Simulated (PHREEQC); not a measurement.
**Alkaline etch or developer: an equilibrium model**

Make-up at 70 °C: 0.011 mol NaOH, 0.00026 mol Na2SiO3 and 0.5 mol (CH3)4NCl per kg of water. Closed to the air; pH follows from the charge balance.

Model: ion-association model, wateq4f.dat, run in PHREEQC.

Each row changes one thing in this solution. This is a speciation only: nothing precipitates in the calculation.

```
case                                                 pH  ionic strength (mol/kgw)  H3SiO4- (mol/kgw)  H2SiO4-2 (mol/kgw)  H4SiO4 (mol/kgw)  SI of Quartz (SiO2)
------------------------------------------------  -----  ------------------------  -----------------  ------------------  ----------------  -------------------
as made                                           10.65                     0.511           0.000233             2.10e-5           5.92e-6                -1.76
0.014 mol/kgw CsOH added                          11.00                     0.526           0.000214             4.33e-5           2.42e-6                -2.14
diluted 5-fold with water                         10.04                     0.102            4.51e-5             6.72e-7           6.24e-6                -1.79
(CH3)4NCl replaced by TMAH at the same molality   12.31                     0.512            5.11e-5            0.000209           2.86e-8                -4.07
Na2SiO3 from 0.00026 to 2.6e-05 mol/kgw           10.64                     0.511            2.33e-5             2.06e-6           6.05e-7                -2.75
temperature from 70 to 10 °C                      12.40                     0.512           0.000223             3.62e-5           6.30e-7                -1.92
(CH3)4NCl replaced by FeCl2 at the same molality   7.25                      1.33            5.28e-6            2.27e-10          0.000255                -0.04
0.018 mol/kgw CsOH added                          11.07                     0.530           0.000209             4.90e-5           2.03e-6                -2.22
```

The ionic strength passes 0.7 mol/kgw, the rough limit of the ion-association models, in (CH3)4NCl replaced by FeCl2 at the same molality. (CH3)4N+ isn't in the database: it is added as a free cation with an ion size of 4 Å. Away from 25 °C the constants follow the database's enthalpies or fits; those with neither stay at their 25 °C values.
